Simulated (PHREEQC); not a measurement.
Make-up at 55 °C: 0.1 mol/kgw H2SO4 and 0.011 mol/kgw CO2. Closed to the air; pH follows from the charge balance.

Model: ion-association model, phreeqc.dat, run in PHREEQC.

### Question
The ionic strength comes out as 0.123 mol/kgw. What activity coefficients do HSO4-, SO4-2, H+ get?

### Answer
HSO4- 0.76, SO4-2 0.33, H+ 0.81.

No solid was allowed to form. At this temperature some constants are extrapolated from 25 °C, and those without enthalpy data are left unchanged.
